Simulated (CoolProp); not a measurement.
Saturated liquid density (kg/m³) of CF4 (R14): the reference equation beside estimates from Tc = 227.4 K, pc = 3.762 MPa, ω = 0.178. Rackett uses Z = 0.29056 − 0.08775 ω.

The numbers come from the reference Helmholtz-energy equation of state, Platzer 1990 in CoolProp. This equation is an older, rougher fit; its heat capacities, sound speeds and derivatives of the liquid may be far off and weren't checked against measurements.

```json
[
 {"T (K)": "163.7", "reference": "1499", "Rackett": "1563", "van der Waals": "981.9", "Redlich-Kwong": "1418", "Soave-Redlich-Kwong": "1457", "Peng-Robinson": "1651"},
 {"T (K)": "168.4", "reference": "1471", "Rackett": "1533", "van der Waals": "962.8", "Redlich-Kwong": "1384", "Soave-Redlich-Kwong": "?", "Peng-Robinson": "1614"},
 {"T (K)": "173.1", "reference": "1442", "Rackett": "1502", "van der Waals": "942.8", "Redlich-Kwong": "1348", "Soave-Redlich-Kwong": "1389", "Peng-Robinson": "1575"},
 {"T (K)": "177.8", "reference": "1411", "Rackett": "1469", "van der Waals": "921.9", "Redlich-Kwong": "1310", "Soave-Redlich-Kwong": "1352", "Peng-Robinson": "1534"},
 {"T (K)": "182.5", "reference": "1380", "Rackett": "?", "van der Waals": "?", "Redlich-Kwong": "1270", "Soave-Redlich-Kwong": "?", "Peng-Robinson": "1489"},
 {"T (K)": "187.2", "reference": "1346", "Rackett": "1400", "van der Waals": "876.4", "Redlich-Kwong": "1228", "Soave-Redlich-Kwong": "1270", "Peng-Robinson": "1441"},
 {"T (K)": "191.9", "reference": "?", "Rackett": "1362", "van der Waals": "851.6", "Redlich-Kwong": "1184", "Soave-Redlich-Kwong": "1225", "Peng-Robinson": "1390"},
 {"T (K)": "196.7", "reference": "?", "Rackett": "1320", "van der Waals": "824.4", "Redlich-Kwong": "1135", "Soave-Redlich-Kwong": "1175", "Peng-Robinson": "?"}
]
```

Problem. Complete the blanks.

Solution. 
- 168.4, Soave-Redlich-Kwong: 1424
- 182.5, Rackett: 1435
- 182.5, van der Waals: 899.8
- 182.5, Soave-Redlich-Kwong: 1312
- 191.9, reference: 1311
- 196.7, reference: 1272
- 196.7, Peng-Robinson: 1333

Absolute difference from the reference over all 8 rows, mean and median: Rackett 4.1 and 4.1 %, van der Waals 34.8 and 34.7 %, Redlich-Kwong 7.8 and 7.6 %, Soave-Redlich-Kwong 4.8 and 4.6 %, Peng-Robinson 7.9 and 8.3 %.
